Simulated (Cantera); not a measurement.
A Cantera script and what it prints.

```python
import numpy as np
import cantera as ct

gas_names = """
    Br Br2 Mg MgBr MgBr2 MgO Mg2 O O2 O3
""".split()
cond_names = """
    Br2(cr) Br2(L) Mg(cr) Mg(L) MgBr2(s) MgBr2(L) MgO(s) MgO(L)
""".split()


def load(file, names, dense=False):
    # The tables refer to 1 bar. Condensed volumes are neglected.
    table = {s.name: s for s in ct.Species.list_from_file(file)}
    out = []
    for n in names:
        d = dict(table[n].input_data)
        d["thermo"] = dict(d["thermo"], **{"reference-pressure": 1e5})
        if dense:
            d["equation-of-state"] = {"model": "constant-volume", "density": "1e6 g/cm^3"}
        out.append(ct.Species.from_dict(d))
    return out


gas = ct.Solution(thermo="ideal-gas", species=load("nasa_gas.yaml", gas_names))
cond = {s.name: ct.Solution(thermo="fixed-stoichiometry", species=[s], name=s.name)
        for s in load("nasa_condensed.yaml", cond_names, dense=True)}
atoms = {
    'MgO': {'Mg': 1, 'O': 1},
    'Br2': {'Br': 2},
    'O2': {'O': 2},
}
top_T = {}  # K; cautious upper limits of use, not melting points


def equilibrate(T, P, feed):
    n = {}
    for name, mol in feed.items():
        for a, k in atoms[name].items():
            n[a] = n.get(a, 0.0) + k * mol
    gas.TPX = T, P, n
    mass = sum(n.values()) * gas.mean_molecular_weight
    gas.equilibrate("TP")
    valid = [c for c in cond.values() if c.min_temp <= T <= top_T.get(c.name, c.max_temp)]
    mix = ct.Mixture([(gas, mass / gas.mean_molecular_weight)] + [(c, 0.0) for c in valid])
    mix.T, mix.P = T, P
    mix.equilibrate("TP", solver="vcs", rtol=1e-11, max_steps=5000)
    return mix


results = []
feed = {'MgO': 1, 'Br2': 0.011, 'O2': 0.012}  # mol
P = 23000  # Pa
for T in [1000, 1050, 1100, 1150, 1200, 1250, 1300, 1350, 1400, 1450, 1500]:
    mix = equilibrate(T, P, feed)
    results.append((T, P, feed, dict(zip(mix.species_names, mix.species_moles))))

top = {s: max(r[3][s] / sum(r[3][g] for g in gas_names) for r in results) for s in gas_names}
cols = sorted((s for s in top if top[s] > 0.0001), key=lambda s: -top[s])[:9]
seen = [c for c in cond_names if any(r[3].get(c, 0) > 1e-12 for r in results)]
print("log10 of partial pressures in bar; condensed amounts in mol")
print(f"{'T/K':>10s}" + "".join(f"{s[:9]:>10s}" for s in cols + seen))
for T, P, feed, n in results:
    ng = sum(n[g] for g in gas_names)
    print(f"{T:10.4g}" + "".join(f"{np.log10(max(n[s] / ng * P / 1e5, 1e-99)):10.3f}" for s in cols)
          + "".join(f"{n.get(c, 0):10.4g}" for c in seen))
```

Output:

```
log10 of partial pressures in bar; condensed amounts in mol
       T/K        O2       Br2        Br     MgBr2    MgO(s)
      1000    -0.923    -0.964    -2.724    -7.748         1
      1050    -0.924    -0.968    -2.482    -7.099         1
      1100    -0.926    -0.975    -2.263    -6.512         1
      1150    -0.929    -0.985    -2.065    -5.981         1
      1200    -0.933    -0.998    -1.885    -5.499         1
      1250    -0.939    -1.018    -1.723    -5.063         1
      1300    -0.947    -1.044    -1.577    -4.667         1
      1350    -0.956    -1.078    -1.447    -4.311         1
      1400    -0.967    -1.122    -1.332    -3.992         1
      1450    -0.980    -1.177    -1.232    -3.709         1
      1500    -0.994    -1.245    -1.147    -3.461         1
```

These are equilibrium values from Cantera (NASA tables, ideal gas, pure condensed phases), not measurements of a reactor.
